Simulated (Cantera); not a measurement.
**Ammonia decomposition in nitride growth gas**

A perfectly stirred reactor is fed with 12.2 % NH3, 87.8 % N2, at 0.0132 atm; it is held at 2150 K, and followed from long to short residence time.

Cantera simulation using the gas-phase N/H chemistry of the illustrative SiF4/NH3 mechanism in the Surface Chemkin manual (1991); the numbers are that mechanism's predictions, not measurements. Walls and surfaces, which speed up NH3 decomposition in real reactors, are not modelled.

| τ (s) | x NH3 | x N2H2 | x N2 | x NH2 | x NH | x H | x N |
|---|---|---|---|---|---|---|---|
| 2.4 | 0.0158 | 2.26e-7 | 0.842 | 0.000189 | 1.83e-5 | 0.000557 | 4.57e-6 |
| 1.2 | 0.0266 | 4.30e-7 | 0.846 | 0.000279 | 2.28e-5 | 0.000442 | 4.84e-6 |
| 0.58 | 0.0427 | 7.80e-7 | 0.851 | 0.000404 | 2.77e-5 | 0.000332 | 4.96e-6 |
| 0.29 | 0.0615 | 1.25e-6 | 0.857 | 0.000546 | 3.15e-5 | 0.000240 | 4.76e-6 |
| 0.14 | 0.0814 | 1.81e-6 | 0.864 | 0.000711 | 3.34e-5 | 0.000160 | 4.07e-6 |
| 0.070 | 0.0973 | 2.26e-6 | 0.870 | 0.000871 | 3.22e-5 | 0.000102 | 2.94e-6 |
| 0.034 | 0.109 | 2.46e-6 | 0.874 | 0.00102 | 2.74e-5 | 5.78e-5 | 1.60e-6 |
| 0.017 | 0.116 | 2.14e-6 | 0.876 | 0.00107 | 2.01e-5 | 2.87e-5 | 6.45e-7 |
| 0.0083 | 0.120 | 1.27e-6 | 0.877 | 0.000921 | 1.19e-5 | 1.07e-5 | 1.78e-7 |
| 0.0041 | 0.121 | 4.49e-7 | 0.878 | 0.000588 | 5.69e-6 | 3.73e-6 | 4.54e-8 |
x: mole fraction; the columns are a selection and need not sum to one.
